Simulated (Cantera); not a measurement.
A closed system holds: 1 mol TEOS, 2.7 mol O3, 180 mol N2, 0.46 mol H2O, at 0.000800 bar.

Equilibrium computed with Cantera from the NASA thermochemical tables; the gas is ideal and each condensed phase is pure. Candidate condensed phases: C, C6H6, C7H8, C8H18, H2O, Si, SiC, SiO2, Si2N2O, Si3N4; 151 gas species. The feed counts by its element totals alone. Rates play no part. All values below are at 973 K.

Base state: N2 0.907, H2 0.0467, CO 0.0334, CO2 0.00691, H2O 0.00599 (mole fractions); condensed: SiO2(β-quartz).

Q: What changes in the equilibrium state with this change: TEOS replaced by SiCl4?

A: 
```
species               before     after
-------------------  -------  --------
N2                     0.907     0.969
O2                     <1e-9    0.0176
Cl2                        0   0.00789
H2                    0.0467     <1e-9
CO                    0.0334         0
CO2                  0.00691         0
HCl                        0   0.00494
Cl                         0  0.000806
SiO2(β-quartz), mol     1.00      1.00
```
Further candidate phases: NH4Cl.
